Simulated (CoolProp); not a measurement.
Computed with CoolProp (reference Helmholtz-energy equation of state, Akasaka 2022).

Problem. Give the vapour pressure (bar), liquid density (kg/m³), enthalpy of vaporisation (kJ/kg), liquid cp (kJ/(kg K)) of saturated R1233zd(E) at 246.2, 322.9 K.

Solution. 
```tsv
T (K)	p (bar)	liquid density (kg/m³)	enthalpy of vaporisation (kJ/kg)	liquid cp (kJ/(kg K))
246.2	0.127	1380	215	1.09
322.9	2.92	1200	178	1.24
```
